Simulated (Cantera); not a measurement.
An adiabatic, constant-volume homogeneous reactor starts with 4.80 % CH4, 8.74 % O2, 86.5 % N2, at 1798 K and 2630 Torr.

Computed with Cantera and GRI-Mech 3.0 (53 species, 325 reactions).

Task: Predict: time of steepest temperature rise; temperature at 1.00 s; equilibrium temperature; x(O2) at 1.00 s; x(NO2) at 1.00 s.

Result: 
| Item | Result |
|---|---|
| time of steepest temperature rise | 73.7 µs |
| temperature at 1.00 s | 2721 K |
| equilibrium temperature | 2721 K |
| x(O2) at 1.00 s | 0.00336 (gas-phase equilibrium 0.00336) |
| x(NO2) at 1.00 s | 9.13e-7 (gas-phase equilibrium 9.13e-7) |
